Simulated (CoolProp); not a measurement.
Vapour pressure (kPa) of diethyl ether: the reference equation beside estimates from Tc = 194.7 °C, pc = 3717 kPa, ω = 0.282. Clausius-Clapeyron is anchored at 102.95 °C with a constant enthalpy of vaporisation of 21.30 kJ/mol.

Values from CoolProp's reference Helmholtz-energy equation of state, Thol 2014.

```
T (°C)  reference  Lee-Kesler  Clausius-Clapeyron  van der Waals  Redlich-Kwong  Soave-Redlich-Kwong  Peng-Robinson
------  ---------  ----------  ------------------  -------------  -------------  -------------------  -------------
95.65       591.6       591.7               611.3           1330          821.8                593.8          586.5
102.95      699.5           ?               699.5              ?          945.5                703.6          694.5
110.35          ?       824.1               797.8              ?           1083                829.6          818.6
117.65      960.6       961.7               903.7           1734           1232                969.7          956.7
124.95          ?        1116                1019           1883           1395                 1127           1112
132.35       1288        1289                1146           2043           1573                 1304           1287
139.65       1478        1480                1282              ?           1764                 1499           1480
147.05       1692        1694                1430           2383           1973                    ?           1697
```

Q: Some entries are withheld; supply them.

A: 
- 102.95, Lee-Kesler: 700.0
- 102.95, van der Waals: 1457
- 110.35, reference: 823.3
- 110.35, van der Waals: 1593
- 124.95, reference: 1114
- 139.65, van der Waals: 2208
- 147.05, Soave-Redlich-Kwong: 1717

Absolute difference from the reference over all 8 rows, mean and median: Lee-Kesler 0.1 and 0.1 %, Clausius-Clapeyron 7.6 and 7.2 %, van der Waals 78.1 and 74.8 %, Redlich-Kwong 27.1 and 26.7 %, Soave-Redlich-Kwong 1.0 and 1.1 %, Peng-Robinson 0.4 and 0.4 %.
